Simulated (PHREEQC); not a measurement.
**Nickel, zinc or cadmium bath: speciation**

Solution (7.8 °C): 0.021 mol/kgw ZnSO4, 7.1e-05 mol/kgw KCl and 0.0019 mol/kgw H2SO4. Closed to the air; pH follows from the charge balance.

Computed with PHREEQC (ion-association model, phreeqc.dat).

The pH is 2.64 and the ionic strength is 0.0556 mol/kgw. The density is 1.003 g/cm³ and the total alkalinity is -3.80 meq/kg.

```csv
species,molality,activity,log γ
Zn+2,0.0130,0.00598,-0.338
SO4-2,0.0129,0.00590,-0.340
ZnSO4,0.00709,0.00719,0.006
H+,0.00267,0.00228,-0.069
HSO4-,0.00113,0.000924,-0.086
Zn(SO4)2-2,0.000879,0.000396,-0.346
Cl-,7.05e-5,5.72e-5,-0.091
K+,6.90e-5,5.59e-5,-0.091
KSO4-,2.04e-6,1.68e-6,-0.083
```

This is a speciation only: nothing precipitates in the calculation. Constants without temperature data keep their 25 °C values here.
